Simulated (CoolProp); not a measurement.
Vapour-liquid equilibrium of CH2F2 (R32) (1) + n-butane (2) at 280.7 K; x and y are mole fractions of (1).

Computed with CoolProp (multi-fluid Helmholtz-energy mixture model, Tillner-Roth 1997 and Bücker 2006; pair parameters Bell 2016).

| x | bubble pressure, mixture model (MPa) | bubble pressure, Raoult's law (MPa) | y, mixture model | y, Raoult's law |
|---|---|---|---|---|
| 0.05 | [?] | 0.1808 | [?] | 0.284 |
| 0.2 | [?] | 0.3146 | [?] | 0.654 |
| 0.35 | [?] | 0.4485 | 0.850 | 0.803 |
| 0.5 | 0.9487 | 0.5823 | 0.860 | 0.883 |
| 0.65 | 0.9709 | 0.7162 | 0.868 | 0.933 |
| 0.8 | 1.002 | 0.8500 | 0.888 | 0.968 |
| 0.95 | 1.032 | 0.9839 | 0.953 | 0.993 |

### Question
Fill in the missing entries.

### Answer

- 0.05, bubble pressure, mixture model (MPa): 0.3577
- 0.05, y, mixture model: 0.611
- 0.2, bubble pressure, mixture model (MPa): 0.7592
- 0.2, y, mixture model: 0.817
- 0.35, bubble pressure, mixture model (MPa): 0.9056

The largest gap from Raoult's law is +141.3 % in bubble pressure, at x = 0.2. No azeotrope shows between x = 0.05 and 0.95.

Pair parameters are fitted to limited data, so mixtures are less certain than the pure fluids. With so large a gap from Raoult's law the liquid may split in two, which this calculation doesn't test in full.
